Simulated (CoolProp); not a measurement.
Properties of hydrogen chloride along the isotherm 100.15 °C (Tc = 51.5 °C, pc = 8.314 MPa, ω = 0.130).

Model: reference Helmholtz-energy equation of state, Thol 2018, in CoolProp.

```json
[
 {"p (MPa)": "7.56", "phase": "gas", "speed of sound (m/s)": "308.7", "fugacity coefficient": "0.7958"},
 {"p (MPa)": "15.1", "phase": "supercritical", "speed of sound (m/s)": "294.6", "fugacity coefficient": "0.6238"},
 {"p (MPa)": "22.7", "phase": "supercritical", "speed of sound (m/s)": "408.8", "fugacity coefficient": "0.4987"},
 {"p (MPa)": "30.2", "phase": "supercritical", "speed of sound (m/s)": "512.1", "fugacity coefficient": "0.4291"},
 {"p (MPa)": "37.8", "phase": "supercritical", "speed of sound (m/s)": "590.7", "fugacity coefficient": "0.3874"},
 {"p (MPa)": "45.3", "phase": "supercritical", "speed of sound (m/s)": "653.4", "fugacity coefficient": "0.3620"},
 {"p (MPa)": "52.9", "phase": "supercritical", "speed of sound (m/s)": "707.3", "fugacity coefficient": "0.3457"},
 {"p (MPa)": "60.5", "phase": "supercritical", "speed of sound (m/s)": "754.6", "fugacity coefficient": "0.3359"},
 {"p (MPa)": "68", "phase": "supercritical", "speed of sound (m/s)": "796.4", "fugacity coefficient": "0.3305"},
 {"p (MPa)": "75.6", "phase": "supercritical", "speed of sound (m/s)": "835.1", "fugacity coefficient": "0.3284"},
 {"p (MPa)": "83.1", "phase": "supercritical", "speed of sound (m/s)": "870.3", "fugacity coefficient": "0.3290"}
]
```
